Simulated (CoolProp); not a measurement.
The fluoroketone C6F12O (FK-5-1-12) along the isotherm 195.75 °C: Z from the reference equation and from simpler models built on Tc = 168.7 °C, pc = 18.69 bar, ω = 0.471; each cubic takes its own stable root.

Model: reference Helmholtz-energy equation of state, McLinden 2015, in CoolProp.

```csv
p (bar),phase,reference
20.8,supercritical,0.5995
41.5,supercritical,0.3752
62.3,supercritical,0.4906
83.1,supercritical,0.6128
104,supercritical,0.7345
125,supercritical,0.8549
145,supercritical,0.9676
166,supercritical,1.084
187,supercritical,1.199
```

How far does each simpler model (Redlich-Kwong, Peng-Robinson) lie from the reference over these 9 states: mean and median of the absolute difference, and the worst?


- Redlich-Kwong: mean 4.8 %, median 4.6 %, worst +9.1 % at 195.75 °C and 41.5 bar
- Peng-Robinson: mean 4.4 %, median 4.7 %, worst +7.2 % at 195.75 °C and 41.5 bar
